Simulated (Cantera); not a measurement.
Cantera with NASA thermochemical tables; ideal gases at 1 bar, condensed phases pure. Values are per mole of reaction as written; species without (g) are pure solids or liquids, kept so even where they would boil at 1 bar.

2 Pb + S₂(g) → 2 PbS(g)

| T (K) | ΔH° (kJ) | ΔS° (J/K) | ΔG° (kJ) | log10 K | condensed phases |
|---|---|---|---|---|---|
| 300 | 135.2 | 144.8 | 91.7 | -15.97 | Pb(s) |
| 725 | 117.2 | 112.0 | 36.0 | -2.59 | Pb(l) |
| 750 | … | … | … | … | Pb(l) |
| 775 | … | … | … | … | Pb(l) |
| 800 | 115.5 | 109.8 | 27.7 | -1.81 | Pb(l) |
| 825 | 115.0 | 109.1 | 25.0 | -1.58 | Pb(l) |
| 850 | 114.4 | 108.5 | 22.2 | -1.37 | Pb(l) |
| 875 | … | … | … | … | Pb(l) |
| 900 | 113.4 | 107.2 | 16.8 | -0.98 | Pb(l) |
| 925 | … | … | … | … | Pb(l) |

**Question.** Fill in the missing entries.

**Answer.** 
- 750, ΔH° (kJ): 116.6
- 750, ΔS° (J/K): 111.2
- 750, ΔG° (kJ): 33.2
- 750, log10 K: -2.31
- 775, ΔH° (kJ): 116.1
- 775, ΔS° (J/K): 110.5
- 775, ΔG° (kJ): 30.4
- 775, log10 K: -2.05
- 875, ΔH° (kJ): 113.9
- 875, ΔS° (J/K): 107.8
- 875, ΔG° (kJ): 19.5
- 875, log10 K: -1.17
- 925, ΔH° (kJ): 112.8
- 925, ΔS° (J/K): 106.7
- 925, ΔG° (kJ): 14.2
- 925, log10 K: -0.80
